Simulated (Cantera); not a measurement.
An isothermal, constant-pressure homogeneous reactor starts with C2H6 : N2 = 1 : 12 (molar parts), at 1350 K and 0.0132 atm. Integrator tolerance rtol = 1e-08.

Computed with Cantera and GRI-Mech 3.0 (53 species, 325 reactions). GRI-Mech 3.0 stops at C3 and has no aromatics, soot or wall deposition, so with more carbon than oxygen in the feed, carbon stays in small species such as C2H2 where larger ones or solid carbon would form. Radical loss at walls, strong at low pressure, is not modelled.

Problem. What does this change do: temperature 1350 to 1773 K?

Solution. 
| quantity | before | after |
|---|---|---|
| x(C2H6) at 60.0 s | 1.40e-6 (gas-phase equilibrium 4.67e-9) | 5.87e-12 (gas-phase equilibrium 3.28e-12) |
| x(C2H4) at 60.0 s | 0.000144 (gas-phase equilibrium 8.59e-5) | 3.31e-6 (gas-phase equilibrium 1.24e-6) |
| x(CH4) at 60.0 s | 0.0221 (gas-phase equilibrium 0.000594) | 8.47e-6 (gas-phase equilibrium 7.21e-6) |
| x(H2) at 60.0 s | 0.103 (gas-phase equilibrium 0.132) | 0.133 (gas-phase equilibrium 0.133) |
| x(C2H2) at 60.0 s | 0.0569 (gas-phase equilibrium 0.0326) | 0.0666 (gas-phase equilibrium 0.0250) |
